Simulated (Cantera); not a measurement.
A perfectly stirred reactor is fed with 3.70 % CH4, 96.3 % H2, at 1.80 bar; it is held at 1823 K, and followed from long to short residence time.

Detailed kinetics in Cantera: GRI-Mech 3.0 (53 species, 325 reactions). GRI-Mech 3.0 stops at C3 and has no aromatics, soot or wall deposition, so with more carbon than oxygen in the feed, carbon stays in small species such as C2H2 where larger ones or solid carbon would form.

One state of this run: x CH4 = 0.0136; x H2 = 0.975; x C2H2 = 0.0109; x CH2 = 3.30e-8; x C2H = 3.43e-8. x: mole fraction; the columns are a selection and need not sum to one.

Q: Which value of τ (s) does it belong to?
A. 0.0026
B. 0.41
C. 0.18
D. 0.96

A: C, 0.18
